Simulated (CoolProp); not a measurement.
Model: reference Helmholtz-energy equation of state, Akasaka 2023, in CoolProp.

Question: Give the vapour pressure (kPa), liquid cp (kJ/(kg K)), vapour Z of saturated R1224YDZ at 398 K.

Answer: 
```json
[
 {"T (K)": "398", "p (kPa)": "1910", "liquid cp (kJ/(kg K))": "1.58", "vapour Z": "0.635"}
]
```
